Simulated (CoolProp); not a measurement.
Values from CoolProp's reference Helmholtz-energy equation of state, Lemmon 2006. It is a short technical equation, of lower accuracy than the large ones.

Task: For CH3F (R41), give the phase and the Joule-Thomson coefficient (K/MPa), expansivity (1/kK), fugacity coefficient at 289.7 K and 7840 kPa.

Result: 
- 289.7 K and 7840 kPa: liquid; Joule-Thomson coefficient 0.354, expansivity 5.54, fugacity coefficient 0.322
